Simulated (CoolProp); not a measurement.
Saturation properties of R1234ze(E) (Tc = 109.4 °C, pc = 36.35 bar, ω = 0.313).

Model: reference Helmholtz-energy equation of state, Thol 2016, in CoolProp.

```csv
T (°C),p (bar),enthalpy of vaporisation (kJ/kg),surface tension (mN/m)
-22.25,[?],197.5,16.5
-11.05,[?],191.0,14.5
0.25,2.186,184.0,12.6
11.45,3.238,176.6,10.9
22.75,4.655,168.6,9.24
33.95,6.479,159.9,7.71
45.15,8.796,150.2,[?]
56.45,11.71,139.2,[?]
67.65,15.27,126.7,3.60
78.95,19.63,111.7,2.40
```

Problem. Some entries are withheld; supply them.

Solution. 
- -22.25, p (bar): 0.8766
- -11.05, p (bar): 1.413
- 45.15, surface tension (mN/m): 6.27
- 56.45, surface tension (mN/m): 4.89

It boils at -19.0 °C under 1 atm.

Surface tension comes from a separate correlation (Mulero 2014).
